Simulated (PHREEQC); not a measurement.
PHREEQC input (ion-association model, wateq4f.dat):

```
SOLUTION_MASTER_SPECIES
  An  An-  0  An  62.0  # stands for a non-complexing anion
SOLUTION_SPECIES
  An- = An-
    -log_k 0
    -gamma 3.0 0
PHASES
  Fix_H+
    H+ = H+
    -log_k 0
SOLUTION 1
  temp 25
  units mmol/kgw
  pH 7 charge
  Na 5
  An 5
END
SELECTED_OUTPUT 1
  -reset false
  -pH true
  -pe true
  -ionic_strength true
  -water true
  -totals Na
  -molalities Hfo_wOH Hfo_wOH2+ Hfo_wO- Hfo_sOH Hfo_sOH2+ Hfo_sO-
USER_PUNCH 1
  -headings sigma psi
  10 PUNCH EDL("sigma", "Hfo"), EDL("psi", "Hfo")
PRINT
  -reset false
USE solution 1
SURFACE 1
  Hfo_wOH 4.94382e-05 600 0.022
  Hfo_sOH 1.23596e-06
EQUILIBRIUM_PHASES 1
  Fix_H+ -3 HAn 10
    -force_equality true
  O2(g) -0.68 10
END
# ... the last block is repeated for the other 12 points of pH, with NaOH or the acid as the point needs
```

Selected output (columns that matter, 13 of 13 rows; pH added in front):

```
pH	mu	Na	m_Hfo_wOH	m_Hfo_wOH2+	m_Hfo_wO-	m_Hfo_sOH	m_Hfo_sOH2+	m_Hfo_sO-	sigma	psi
3	0.006098	0.005	9.0159e-06	4.0376e-05	4.612e-08	2.254e-07	1.0094e-06	1.153e-09	0.30219	0.21526
3.5	0.0053559	0.005	1.675e-05	3.249e-05	1.9782e-07	4.1875e-07	8.1226e-07	4.9456e-09	0.24196	0.20718
4	0.0051196	0.005	2.4052e-05	2.4853e-05	5.3322e-07	6.013e-07	6.2133e-07	1.3331e-08	0.18223	0.19378
4.5	0.0050428	0.005	2.9781e-05	1.8563e-05	1.0946e-06	7.4453e-07	4.6407e-07	2.7364e-08	0.13089	0.17719
5	0.0050169	0.005	3.3672e-05	1.3897e-05	1.8691e-06	8.4182e-07	3.4742e-07	4.6729e-08	0.09012	0.1582
5.5	0.0050075	0.005	3.5966e-05	1.0704e-05	2.7685e-06	8.9915e-07	2.676e-07	6.9212e-08	0.059459	0.13703
6	0.0050036	0.005	3.7134e-05	8.6546e-06	3.65e-06	9.2834e-07	2.1637e-07	9.1249e-08	0.037499	0.11373
6.5	0.0050019	0.005	3.7652e-05	7.3951e-06	4.3916e-06	9.4129e-07	1.8488e-07	1.0979e-07	0.022504	0.088547
7	0.005001	0.005	3.7856e-05	6.6316e-06	4.9505e-06	9.4641e-07	1.6579e-07	1.2376e-07	0.012596	0.061908
7.5	0.0050004	0.005	3.7929e-05	6.1523e-06	5.3569e-06	9.4823e-07	1.5381e-07	1.3392e-07	0.0059599	0.034307
8	0.005001	0.0050009	3.795e-05	5.8113e-06	5.6773e-06	9.4874e-07	1.4528e-07	1.4193e-07	0.0010047	0.0062073
8.5	0.0050037	0.0050039	3.7942e-05	5.5038e-06	5.9921e-06	9.4856e-07	1.376e-07	1.498e-07	-0.0036591	-0.021979
9	0.0050114	0.0050121	3.7898e-05	5.1441e-06	6.3962e-06	9.4745e-07	1.286e-07	1.5991e-07	-0.0093825	-0.04985
```

The oxide is taken as insoluble; below pH 4 it would dissolve.
